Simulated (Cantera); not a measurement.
Thermodynamics of silicon epitaxy and polysilicon growth, feed SiHCl3 + Cl2 + H2

Feed: 1 mol SiHCl3, 0.048 mol Cl2, 67 mol H2, equilibrated at 0.0180 bar.

Method: chemical equilibrium by Gibbs-energy minimisation in Cantera with the NASA 1993 tables (ideal gas, pure condensed phases). Candidate condensed phases: Si; 19 gas species. The tables' values for SiCl3, SiCl are old estimates; treat these amounts as uncertain. Gases not in the tables: Si2H6 and higher silanes. Rates play no part.

```csv
T (K),x H2,x HCl,x SiCl2,x H,x Si,x SiCl3,x Cl,n Si(s),n Si(l)
1423,0.959,0.0362,0.00413,4.85e-5,8.49e-8,8.61e-5,1.50e-6,0.707,0
1473,0.959,0.0361,0.00426,9.24e-5,3.04e-7,6.26e-5,2.81e-6,0.700,0
1523,0.959,0.0359,0.00439,0.000169,1.00e-6,4.64e-5,5.06e-6,0.693,0
1573,0.959,0.0357,0.00450,0.000297,3.05e-6,3.50e-5,8.78e-6,0.686,0
1623,0.959,0.0355,0.00460,0.000505,8.69e-6,2.69e-5,1.47e-5,0.678,0
1673,0.959,0.0353,0.00469,0.000831,2.32e-5,2.09e-5,2.39e-5,0.670,0
1723,0.958,0.0356,0.00456,0.00133,5.46e-5,1.60e-5,3.82e-5,0,0.675
1773,0.957,0.0360,0.00434,0.00207,0.000118,1.22e-5,5.99e-5,0,0.684
```
x: gas mole fraction; n: condensed amount in mol.

From 1423 K to 1673 K the condensed part is Si(s). From 1723 K to 1773 K the condensed part is Si(l). The main Si-bearing gas is SiCl2 throughout. The share of Si in condensed phases is highest at 1423 K (70.7 %) and lowest at 1673 K (67.0 %).
